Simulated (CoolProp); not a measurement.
R236FA at 283.57 K and 0.137 MPa flows at 4.6 m/s in a round tube of 20 mm bore and 15 µm roughness, fully developed (64/Re and Nu = 3.66 if laminar; Colebrook and Gnielinski if turbulent). Each further row changes one setting.

Model: reference Helmholtz-energy equation of state, Pan 2012, in CoolProp.

```json
[
 {"case": "as stated", "Reynolds number": "82900", "Darcy friction factor": "[?]", "pressure drop (Pa/m)": "[?]", "heat-transfer coefficient (W/(m² K))": "[?]", "mass flow (kg/h)": "[?]"},
 {"case": "velocity 9.2 m/s", "Reynolds number": "166000", "Darcy friction factor": "[?]", "pressure drop (Pa/m)": "401", "heat-transfer coefficient (W/(m² K))": "203", "mass flow (kg/h)": "[?]"},
 {"case": "diameter 40 mm", "Reynolds number": "166000", "Darcy friction factor": "0.0185", "pressure drop (Pa/m)": "[?]", "heat-transfer coefficient (W/(m² K))": "92.1", "mass flow (kg/h)": "[?]"}
]
```

### Question
What belongs in the gaps?

### Answer

- as stated, Darcy friction factor: 0.0218
- as stated, pressure drop (Pa/m): 108
- as stated, heat-transfer coefficient (W/(m² K)): 109
- as stated, mass flow (kg/h): 48.6
- velocity 9.2 m/s, Darcy friction factor: 0.0203
- velocity 9.2 m/s, mass flow (kg/h): 97.2
- diameter 40 mm, pressure drop (Pa/m): 45.8
- diameter 40 mm, mass flow (kg/h): 194

Viscosity comes from a separate model (Huber 2003), an estimate that may be off by 10 % or more. Thermal conductivity comes from a separate model (Huber 2003), an estimate that may be off by 10 % or more.
